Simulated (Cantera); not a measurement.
An isothermal, constant-pressure homogeneous reactor starts with 45.5 % CH₄, 54.5 % H₂O, at 1648 K and 1.01 bar.

Model: GRI-Mech 3.0 (53 species, 325 reactions), integrated in Cantera.

**Question.** Predict: x(CH₄) at 4.00 s; x(H₂O) at 4.00 s; x(C₂H) at 4.00 s; x(C₂H₆) at 4.00 s.

**Answer.** 
* **x(CH₄) at 4.00 s**: 0.0191 (gas-phase equilibrium 1.76e-6)
* **x(H₂O) at 4.00 s**: 0.106 (gas-phase equilibrium 0.0432)
* **x(C₂H) at 4.00 s**: 9.98e-9 (gas-phase equilibrium <1e-12)
* **x(C₂H₆) at 4.00 s**: 2.75e-6 (gas-phase equilibrium <1e-12)
